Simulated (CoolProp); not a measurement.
A single-stage vapour-compression cycle with propylene: evaporating at 294.15 K (dew point), condensing at 324.15 K (bubble point), superheat 10 K, subcooling 8 K, compressor efficiency 0.85, no pressure losses. Each further row changes one setting.

Computed with CoolProp (reference Helmholtz-energy equation of state, Lemmon 2013).

```json
[
 {"case": "as stated", "cooling COP": "[?]", "pressure ratio": "2.01", "discharge temperature (K)": "342.4", "refrigerating effect (kJ/kg)": "301", "volumetric capacity (kJ/m³)": "6220"},
 {"case": "evaporating temperature 299.15 K", "cooling COP": "[?]", "pressure ratio": "[?]", "discharge temperature (K)": "341.0", "refrigerating effect (kJ/kg)": "306", "volumetric capacity (kJ/m³)": "[?]"},
 {"case": "condensing temperature 319.15 K", "cooling COP": "8.91", "pressure ratio": "1.81", "discharge temperature (K)": "336.2", "refrigerating effect (kJ/kg)": "[?]", "volumetric capacity (kJ/m³)": "6520"},
 {"case": "subcooling 13 K", "cooling COP": "7.54", "pressure ratio": "2.01", "discharge temperature (K)": "342.4", "refrigerating effect (kJ/kg)": "316", "volumetric capacity (kJ/m³)": "6520"},
 {"case": "superheat 20 K", "cooling COP": "[?]", "pressure ratio": "2.01", "discharge temperature (K)": "352.1", "refrigerating effect (kJ/kg)": "320", "volumetric capacity (kJ/m³)": "[?]"},
 {"case": "compressor efficiency 0.75", "cooling COP": "6.35", "pressure ratio": "2.01", "discharge temperature (K)": "[?]", "refrigerating effect (kJ/kg)": "301", "volumetric capacity (kJ/m³)": "6220"}
]
```

Question: Fill in the missing entries.

Answer: 
- as stated, cooling COP: 7.20
- evaporating temperature 299.15 K, cooling COP: 8.95
- evaporating temperature 299.15 K, pressure ratio: 1.77
- evaporating temperature 299.15 K, volumetric capacity (kJ/m³): 7170
- condensing temperature 319.15 K, refrigerating effect (kJ/kg): 315
- superheat 20 K, cooling COP: 7.21
- superheat 20 K, volumetric capacity (kJ/m³): 6260
- compressor efficiency 0.75, discharge temperature (K): 345.0
